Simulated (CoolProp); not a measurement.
Vapour-liquid equilibrium of R143a (1) + R134a (2) at 15.7 bar; x and y are mole fractions of (1).

Computed with CoolProp (multi-fluid Helmholtz-energy mixture model, Lemmon and Jacobsen 2000 and Tillner-Roth 1994; pair parameters Lemmon 2004).

| x | bubble temperature, mixture model (K) | bubble temperature, Raoult's law (K) | y, mixture model | y, Raoult's law |
|---|---|---|---|---|
| 0.05 | 328.9 | 328.8 | 0.070 | 0.083 |
| 0.125 | 327.0 | 326.7 | 0.170 | 0.199 |
| 0.2 | 325.0 | 324.6 | 0.265 | 0.304 |
| 0.275 | 323.2 | 322.6 | 0.355 | 0.399 |
| 0.35 | 321.3 | 320.7 | 0.439 | 0.487 |
| 0.425 | 319.5 | 318.9 | 0.518 | 0.567 |
| 0.5 | 317.7 | 317.1 | 0.594 | 0.640 |
| 0.575 | 316.0 | 315.4 | 0.665 | 0.708 |
| 0.65 | 314.3 | 313.8 | 0.732 | 0.770 |
| 0.725 | 312.6 | 312.2 | 0.795 | 0.826 |
| 0.8 | 311.0 | 310.6 | 0.855 | 0.879 |
| 0.875 | 309.4 | 309.2 | 0.912 | 0.927 |
| 0.95 | 307.8 | 307.7 | 0.966 | 0.972 |

The largest gap from Raoult's law is +0.6 K in bubble temperature, at x = 0.425. No azeotrope shows between x = 0.05 and 0.95.

Pair parameters are fitted to limited data, so mixtures are less certain than the pure fluids.
